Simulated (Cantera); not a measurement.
**Equilibrium for silicon oxide and oxynitride deposition: SiCl4 + O3**

Charge: 1 mol SiCl4, 1.7 mol O3, held at 0.133 bar.

Equilibrium computed with Cantera from the NASA thermochemical tables; the gas is ideal and each condensed phase is pure. Candidate condensed phases: Si, SiO2; 15 gas species. The tables hold silica as quartz up to 1696 K and as liquid above; real silica turns to tridymite and cristobalite and melts near 1996 K. Rates play no part.

```csv
T (K),log p Cl,log p Cl2,log p O2,log p ClO,log p O,log p SiO2,log p SiO,log p SiCl4,n SiO2(α-quartz),n SiO2(β-quartz),n SiO2(condensed),n SiO2(l)
775,-5.85,-1.12,-1.23,-7.34,<-12,<-12,<-12,<-12,1.00,0,0,0
875,-4.90,-1.12,-1.24,-6.56,-12.30,<-12,<-12,<-12,0,1.00,0,0
975,-4.14,-1.12,-1.24,-5.93,-10.76,<-12,<-12,-11.76,0,1.00,0,0
1075,-3.52,-1.13,-1.24,-5.43,-9.50,<-12,<-12,-10.53,0,1.00,0,0
1175,-3.01,-1.13,-1.24,-5.01,-8.45,<-12,<-12,-9.52,0,1.00,0,0
1275,-2.57,-1.14,-1.24,-4.66,-7.57,<-12,<-12,-8.68,0,1.00,0,0
1375,-2.21,-1.15,-1.25,-4.37,-6.82,<-12,<-12,-7.98,0,1.00,0,0
1475,-1.90,-1.19,-1.26,-4.12,-6.17,-12.02,<-12,-7.41,0,1.000,0,0
1575,-1.65,-1.24,-1.27,-3.93,-5.61,-10.69,-12.54,-6.95,0,1.000,0,0
1675,-1.44,-1.33,-1.30,-3.79,-5.12,-9.52,-10.97,-6.63,0,1.000,0,0
1775,-1.28,-1.46,-1.33,-3.69,-4.68,-8.50,-9.58,-6.45,0,0,1.000,0
1875,-1.17,-1.64,-1.36,-3.63,-4.30,-7.59,-8.35,-6.41,0,0,1.000,0
1975,-1.11,-1.86,-1.39,-3.61,-3.95,-6.78,-7.24,-6.50,0,0,1.000,0
2075,-1.07,-2.11,-1.41,-3.61,-3.64,-6.05,-6.25,-6.68,0,0,0,1.000
```
log p: log10 of the partial pressure in bar; n: condensed amount in mol.

At 775 K the condensed part is SiO2(α-quartz). From 875 K to 1675 K the condensed part is SiO2(β-quartz). From 1775 K to 1975 K the condensed part is SiO2(condensed). At 2075 K the condensed part is SiO2(l).
